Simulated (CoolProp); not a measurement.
Properties of R365MFC along the isotherm 500 K.

Computed with CoolProp (reference Helmholtz-energy equation of state, Lemmon 2016).

| p (MPa) | phase | Z | cp (kJ/(kg K)) | speed of sound (m/s) | expansivity (1/kK) | fugacity coefficient |
|---|---|---|---|---|---|---|
| 0.0258 | gas | 0.9978 | 1.322 | 170.9 | 2.015 | 0.9978 |
| 0.0588 | gas | 0.9950 | 1.323 | 170.5 | 2.033 | 0.9950 |
| 0.134 | gas | 0.9885 | 1.324 | 169.5 | 2.077 | 0.9886 |
| 0.304 | gas | 0.9738 | ? | ? | 2.182 | ? |
| 0.693 | gas | 0.9396 | 1.342 | 161.9 | 2.450 | 0.9420 |
| 1.58 | gas | 0.8582 | ? | 149.3 | 3.269 | ? |
| 3.59 | supercritical | ? | 1.666 | 121.0 | 7.650 | 0.7227 |
| 8.17 | supercritical | 0.4241 | ? | ? | 7.867 | 0.4743 |

Question: Complete the blanks.

Answer: 
- 0.304, cp (kJ/(kg K)): 1.329
- 0.304, speed of sound (m/s): 167.2
- 0.304, fugacity coefficient: 0.9743
- 1.58, cp (kJ/(kg K)): 1.385
- 1.58, fugacity coefficient: 0.8709
- 3.59, Z: 0.6562
- 8.17, cp (kJ/(kg K)): 2.067
- 8.17, speed of sound (m/s): 186.1
